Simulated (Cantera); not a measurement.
# CS2 + O2 + H2 (abatement and gas-phase synthesis)

Charge: 1 mol CS2, 2.4 mol O2, 1 mol H2, equilibrated at 1.10 mbar.

Cantera equilibrium calculation (NASA polynomials, part measured and part estimated; ideal gas, pure solids and liquids). Candidate condensed phases: C, C6H6, C7H8, C8H18, H2O, H2SO4, S; 123 gas species. Rates play no part.

From 1325 °C to 1550 °C nothing is condensed. The main C-bearing gas is CO throughout.

```tsv
T (°C)	x SO2	x H2O	x CO	x CO2	x H2	x S2	x SO
1325	0.336	0.202	0.137	0.136	0.0681	0.0884	0.0271
1350	0.338	0.198	0.143	0.128	0.0713	0.0844	0.0309
1375	0.339	0.194	0.149	0.121	0.0744	0.0804	0.0350
1400	0.340	0.189	0.155	0.115	0.0774	0.0763	0.0395
1425	0.341	0.185	0.160	0.108	0.0803	0.0722	0.0444
1450	0.341	0.181	0.165	0.102	0.0832	0.0680	0.0495
1475	0.341	0.177	0.170	0.0968	0.0859	0.0639	0.0550
1500	0.341	0.173	0.174	0.0916	0.0884	0.0597	0.0608
1525	0.340	0.169	0.177	0.0867	0.0908	0.0556	0.0669
1550	0.339	0.165	0.181	0.0822	0.0931	0.0514	0.0732
```
x: gas mole fraction; nothing condenses.
